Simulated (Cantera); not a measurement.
Input: 1 mol AlN, 0.018 mol C, 0.34 mol N2, at 100000 Pa.

Method: chemical equilibrium by Gibbs-energy minimisation in Cantera with the NASA 1993 tables (ideal gas, pure condensed phases). Candidate condensed phases: Al, AlN, C; 29 gas species. Ions and electrons are included (thermal ionisation). Kinetics and transport are ignored. All values below are at 3500 K.

Base state: Al 0.539, N2 0.451, CN 0.00635, Al2 0.00100, C 0.000737, Al+ 0.000559, C3 0.000447, CN- 0.000361 (mole fractions); condensed: gas only.

Task: What changes in the equilibrium state with this change: pressure from 100000 Pa to 9.60 Pa?

Result: 
```csv
species,before,after
Al,0.539,0.486
N2,0.451,0.427
Al+,0.000559,0.0317
e-,0.000192,0.0317
N,0.000149,0.0148
C2N2,0.000155,<1e-9
C3,0.000447,6.54e-9
Al2,0.00100,7.84e-8
CNC,1.54e-5,1.92e-9
```

Task: What changes in the equilibrium state with this change: 0.041 mol NH3 added?

Result: 
```csv
species,before,after
Al,0.539,0.504
N2,0.451,0.433
H,0,0.0451
H2,0,0.00584
HCN,0,0.00310
AlH,0,0.00164
```
Further candidate phases: C6H6, C7H8, C8H18.
